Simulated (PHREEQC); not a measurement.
0.1 g of hydrous ferric oxide (600 m²/g; 0.2 weak and 0.005 strong sites per Fe, Dzombak-Morel constants, diffuse double layer) in 1 kg of water with 0.01 mol/kgw of an inert sodium salt and 0.005 mmol/kgw PbCl2, at 25 °C; the pH is set by adding NaOH or the inert anion's acid. O2 is buffered at 0.21 atm. CO2 from the air is kept out. Nothing may precipitate in this run.

Base run: PHREEQC, ion-association model, wateq4f.dat. Each further column changes one thing. The table gives surface charge σ (C/m²).

```json
[
 {"pH": "4", "base": "0.217", "background salt from 0.01 to 0.001 mol/kgw": "0.119", "oxide from 0.1 to 0.5 g/kgw": "0.218", "0.00016 mol/kgw BaCl2 added": "0.219"},
 {"pH": "4.38", "base": "0.174", "background salt from 0.01 to 0.001 mol/kgw": "0.088", "oxide from 0.1 to 0.5 g/kgw": "0.174", "0.00016 mol/kgw BaCl2 added": "0.176"},
 {"pH": "5.12", "base": "0.105", "background salt from 0.01 to 0.001 mol/kgw": "0.047", "oxide from 0.1 to 0.5 g/kgw": "0.104", "0.00016 mol/kgw BaCl2 added": "0.107"},
 {"pH": "5.5", "base": "0.078", "background salt from 0.01 to 0.001 mol/kgw": "0.032", "oxide from 0.1 to 0.5 g/kgw": "0.077", "0.00016 mol/kgw BaCl2 added": "0.080"},
 {"pH": "6.25", "base": "0.040", "background salt from 0.01 to 0.001 mol/kgw": "0.015", "oxide from 0.1 to 0.5 g/kgw": "0.039", "0.00016 mol/kgw BaCl2 added": "0.041"},
 {"pH": "6.62", "base": "0.028", "background salt from 0.01 to 0.001 mol/kgw": "0.010", "oxide from 0.1 to 0.5 g/kgw": "0.027", "0.00016 mol/kgw BaCl2 added": "0.028"},
 {"pH": "7.38", "base": "0.011", "background salt from 0.01 to 0.001 mol/kgw": "0.004", "oxide from 0.1 to 0.5 g/kgw": "0.010", "0.00016 mol/kgw BaCl2 added": "0.011"},
 {"pH": "7.75", "base": "0.005", "background salt from 0.01 to 0.001 mol/kgw": "0.002", "oxide from 0.1 to 0.5 g/kgw": "0.005", "0.00016 mol/kgw BaCl2 added": "0.006"},
 {"pH": "8.5", "base": "-0.005", "background salt from 0.01 to 0.001 mol/kgw": "-0.002", "oxide from 0.1 to 0.5 g/kgw": "-0.005", "0.00016 mol/kgw BaCl2 added": "-0.004"},
 {"pH": "8.88", "base": "-0.010", "background salt from 0.01 to 0.001 mol/kgw": "-0.003", "oxide from 0.1 to 0.5 g/kgw": "-0.011", "0.00016 mol/kgw BaCl2 added": "-0.009"},
 {"pH": "9.62", "base": "-0.026", "background salt from 0.01 to 0.001 mol/kgw": "-0.009", "oxide from 0.1 to 0.5 g/kgw": "-0.027", "0.00016 mol/kgw BaCl2 added": "-0.017"},
 {"pH": "10", "base": "-0.039", "background salt from 0.01 to 0.001 mol/kgw": "-0.015", "oxide from 0.1 to 0.5 g/kgw": "-0.040", "0.00016 mol/kgw BaCl2 added": "-0.020"}
]
```
